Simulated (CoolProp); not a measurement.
Vapour-liquid equilibrium of R22 (1) + R11 (2) at 21.65 °C; x and y are mole fractions of (1).

Values from CoolProp's multi-fluid Helmholtz-energy mixture model, Kamei 1995 and Jacobsen 1992; pair parameters Bell 2016.

| x | bubble pressure, mixture model (kPa) | bubble pressure, Raoult's law (kPa) | y, mixture model | y, Raoult's law |
|---|---|---|---|---|
| 0.05 | 157.9 | 137.1 | 0.420 | 0.348 |
| 0.125 | 243.8 | 201.5 | 0.641 | 0.591 |
| 0.2 | 319.9 | 265.9 | 0.740 | 0.717 |
| 0.275 | 388.3 | 330.2 | 0.798 | 0.793 |
| 0.35 | 450.9 | 394.6 | 0.836 | 0.845 |
| 0.425 | 509.2 | 459.0 | 0.865 | 0.882 |
| 0.5 | 564.9 | 523.4 | 0.888 | 0.910 |
| 0.575 | 619.1 | 587.8 | 0.908 | 0.932 |
| 0.65 | 673.1 | 652.2 | 0.925 | 0.949 |
| 0.725 | 728.0 | 716.6 | 0.942 | 0.964 |
| 0.8 | 784.8 | 781.0 | 0.957 | 0.976 |
| 0.875 | 844.4 | 845.4 | 0.973 | 0.986 |
| 0.95 | 907.9 | 909.8 | 0.989 | 0.995 |

The largest gap from Raoult's law is +21.0 % in bubble pressure, at x = 0.125. No azeotrope shows between x = 0.05 and 0.95.

The pair parameters rest on a limited set of measurements; away from them the model extrapolates.
